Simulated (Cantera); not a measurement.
Ignition delay

Mixture: 6.37 % CH₄, 2.55 % CO, 19.2 % O₂, 71.9 % N₂, at 4.40 bar, adiabatic and at constant volume. Ignition delay is the time to a rise of 400 K.

Detailed kinetics in Cantera: GRI-Mech 3.0 (53 species, 325 reactions).

| T0 (K) | delay (ms) |
|---|---|
| 1150 | 24.2 |
| 1250 | 5.82 |
| 1350 | 1.64 |
| 1450 | 0.532 |
| 1550 | 0.197 |
| 1650 | 0.0828 |

apparent activation energy between 1450 and 1650 K: 190 kJ/mol
